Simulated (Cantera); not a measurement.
Feed: 1 mol borazine, 2.1 mol N₂, 110 mol H₂, equilibrated at 925 °C and 36.0 Pa.

Cantera equilibrium calculation (NASA polynomials, part measured and part estimated; ideal gas, pure solids and liquids). Candidate condensed phases: B, BN; 15 gas species. The feed counts by its element totals alone. The numbers say what is thermodynamically allowed, not how fast it happens.

What is the equilibrium state?


* **x(H₂)**: 0.982
* **x(N₂)**: 0.0182
* **x(H)**: 9.93e-6
* **n(BN(s))**: 3.00 mol
* **gas amount**: 115.1 mol
* **log10 activity of B(s) (absent)**: -3.74
